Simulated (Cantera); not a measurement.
Thermodynamics of tantalum, niobium, vanadium and zirconium in process gases, feed V + NH3

Charge: 1 mol V, 19 mol NH3, at 1775 °C.

Cantera equilibrium calculation (NASA polynomials, part measured and part estimated; ideal gas, pure solids and liquids). Candidate condensed phases: V, VN; 11 gas species. VN: taken at fixed stoichiometry. Condensed phases not in the tables: V2N, N, O or C dissolved in the metal. The numbers say what is thermodynamically allowed, not how fast it happens.

From 1.00e-6 bar to 0.000100 bar nothing is condensed. From 0.00100 bar to 0.0100 bar the condensed part is V(s). From 0.100 bar to 10.0 bar the condensed part is VN(s). The main V-bearing gas is V throughout.

```csv
P (Pa),log p H2,log p H,log p N2,log p V,log p NH3,log p N,n V(s),n VN(s)
0.100,-6.98,-6.14,-6.81,-7.79,<-18,-12.16,0,0
1,-5.44,-5.37,-5.72,-6.70,-15.75,-11.61,0,0
10,-4.23,-4.77,-4.65,-5.63,-13.41,-11.08,0,0
100,-3.16,-4.23,-3.62,-5.33,-11.28,-10.56,0.816,0
1000,-2.13,-3.72,-2.61,-5.33,-9.24,-10.05,0.982,0
10000,-1.12,-3.21,-1.62,-5.75,-7.23,-9.56,0,0.999
100000,-0.12,-2.71,-0.62,-6.25,-5.22,-9.06,0,1.000
1000000,0.88,-2.21,0.38,-6.75,-3.22,-8.56,0,1.000
```
log p: log10 of the partial pressure in bar; n: condensed amount in mol.
